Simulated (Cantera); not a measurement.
Charge: 1 mol TEOS, 4.7 mol H2O, at 1048.15 K and 27.0 Pa.

Equilibrium computed with Cantera from the NASA thermochemical tables; the gas is ideal and each condensed phase is pure. Candidate condensed phases: C, C6H6, C7H8, C8H18, H2O, Si, SiC, SiO2; 123 gas species. The feed counts by its element totals alone. Rates play no part.

Base state: H2 0.687, CO 0.313, H2O 1.08e-5 (mole fractions); condensed: C(graphite) + SiO2(β-quartz).

Problem. What changes in the equilibrium state with this change: TEOS replaced by SiCl4?

Solution. 
```tsv
species	before	after
HCl	0	0.597
H2O	1.08e-5	0.403
Cl	0	5.00e-5
H2	0.687	2.64e-5
CO	0.313	0
C(graphite), mol	1.30	0
SiO2(β-quartz), mol	1.00	1.00
```
